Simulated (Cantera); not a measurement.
A freely propagating, adiabatic, planar premixed flame of CH4 : O2 : N2 = 1 : 1.54 : 5.78 (molar parts), equivalence ratio 1.3, unburnt at 498 K and 130000 Pa; mixture-averaged transport, grid criteria slope 0.08 and curve 0.16, no radiation.

Cantera simulation using GRI-Mech 3.0 (53 species, 325 reactions); the numbers are that mechanism's predictions, not measurements. Burning velocities carry a grid error of a few per cent, more on coarse grids.

### Question
What does this change do: 0.46 parts CO2 added?

### Answer
```tsv
quantity	before	after
laminar burning velocity	60.1 cm/s	40.2 cm/s
thermal thickness	0.365 mm	0.479 mm
peak x(C2H)	1.59e-6	7.94e-7
peak x(H)	0.00742	0.00515
peak x(OH)	0.00378	0.00304
```
